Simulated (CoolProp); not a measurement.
Vapour-liquid equilibrium of propane (1) + n-perfluorobutane (2) at 1.5 MPa; x and y are mole fractions of (1).

The numbers come from the multi-fluid Helmholtz-energy mixture model, Lemmon 2009 and Gao 2022; pair parameters Bell 2016 in CoolProp.

| x | bubble temperature, mixture model (K) | bubble temperature, Raoult's law (K) | y, mixture model | y, Raoult's law |
|---|---|---|---|---|
| 0.05 | 358.4 | 361.5 | 0.124 | 0.122 |
| 0.125 | 349.1 | 356.3 | 0.292 | 0.277 |
| 0.2 | 341.2 | 351.6 | 0.425 | 0.405 |
| 0.275 | 335.0 | 347.2 | 0.523 | 0.513 |
| 0.35 | 330.4 | 343.1 | 0.595 | 0.603 |
| 0.425 | ? | 339.3 | 0.650 | 0.679 |
| 0.5 | 324.2 | 335.8 | 0.694 | 0.744 |
| 0.575 | 322.1 | 332.4 | 0.732 | 0.800 |
| 0.65 | 320.4 | 329.3 | 0.768 | 0.848 |
| 0.725 | ? | 326.4 | 0.804 | 0.889 |
| 0.8 | 318.0 | 323.7 | 0.844 | 0.925 |
| 0.875 | ? | 321.1 | 0.891 | 0.956 |
| 0.95 | ? | 318.7 | 0.950 | 0.984 |

Task: What belongs in the gaps?

Result: 
- 0.425, bubble temperature, mixture model (K): 326.9
- 0.725, bubble temperature, mixture model (K): 319.0
- 0.875, bubble temperature, mixture model (K): 317.2
- 0.95, bubble temperature, mixture model (K): 317.0

The largest gap from Raoult's law is -12.7 K in bubble temperature, at x = 0.35. y crosses x between x = 0.875 and 0.95: the model has an azeotrope there.

The pair parameters rest on a limited set of measurements; away from them the model extrapolates.
